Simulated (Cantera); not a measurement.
Feed: 1 mol Si₂H₆, 30 mol N₂, held at 1723.15 K and 180 Pa.

Cantera equilibrium calculation (NASA polynomials, part measured and part estimated; ideal gas, pure solids and liquids). Candidate condensed phases: Si, Si₃N₄; 18 gas species. The feed counts by its element totals alone. The tables' values for SiN are old estimates; treat these amounts as uncertain. Equilibrium is a limit: real reactors are often held back by kinetics, nucleation or transport.

Base state: N₂ 0.908, H₂ 0.0901, H 0.00129, Si 0.000548, Si₂N 2.18e-5, SiN 1.24e-5, SiH 1.00e-5 (mole fractions); condensed: Si(l).

Problem. What changes in the equilibrium state with this change: temperature from 1723.15 K to 1598.15 K?

Solution. 
| species | before | after |
|---|---|---|
| N₂ | 0.908 | 0.905 |
| H₂ | 0.0901 | 0.0945 |
| H | 0.00129 | 0.000386 |
| Si | 0.000548 | 1.65e-5 |
| Si₂N | 2.18e-5 | 3.06e-7 |
| SiN | 1.24e-5 | 5.77e-7 |
| Si(l), mol | 1.98 | 0 |
| Si₃N₄(s), mol | 0 | 0.666 |
